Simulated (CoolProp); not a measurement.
Model: reference Helmholtz-energy equation of state, Lemmon 2006, in CoolProp. It is a short technical equation, of lower accuracy than the large ones.

Problem. For carbon monoxide, give the phase and the density (kg/m³), cv (kJ/(kg K)), speed of sound (m/s), Joule-Thomson coefficient (K/MPa) at -133.45 °C and 3180 kPa.

Solution. 
- -133.45 °C and 3180 kPa: gas; density 115, cv 0.899, speed of sound 206, Joule-Thomson coefficient 9.35
